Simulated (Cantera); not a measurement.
Charge: 1 mol CaCO3, 0.18 mol C, 0.01 mol H2O, equilibrated at 977 °C and 0.140 bar.

These are equilibrium values from Cantera (NASA tables, ideal gas, pure condensed phases), not measurements of a reactor. Candidate condensed phases: C, C6H6, C7H8, C8H18, Ca, CaCO3, CaO, Ca(OH)2, H2O; 115 gas species. Equilibrium is a limit: real reactors are often held back by kinetics, nucleation or transport.

Base state: CO2 0.691, CO 0.301, H2O 0.00657, H2 0.00183 (mole fractions); condensed: CaO(s).

Problem. What changes in the equilibrium state with this change: H2O from 0.01 to 0.09 mol?

Solution. 
```
species       before   after
-----------  -------  ------
CO2            0.691   0.660
CO             0.301   0.269
H2O          0.00657  0.0562
H2           0.00183  0.0146
CaO(s), mol     1.00    1.00
```
